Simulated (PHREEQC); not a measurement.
## Nickel, zinc or cadmium bath: an equilibrium model

Solution (25 °C): 3.6 mmol/kgw CdSO4 and 1.4 mmol/kgw Na2SO4. Closed to the air; pH follows from the charge balance.

All values are PHREEQC results (ion-association model, wateq4f.dat), not measurements.

pH: 6.47
ionic strength: 0.0141 mol/kgw

```
species     molality  activity   log γ
----------  --------  --------  ------
SO4-2        0.00382   0.00239  -0.203
Na+          0.00277   0.00246  -0.051
Cd+2         0.00249   0.00154  -0.208
CdSO4        0.00106   0.00106   0.001
Cd(SO4)2-2   4.50e-5   2.79e-5  -0.208
NaSO4-       3.30e-5   2.94e-5  -0.050
CdOH+        4.25e-7   3.77e-7  -0.052
```

No solid was allowed to form. Species that the database lacks are ignored.
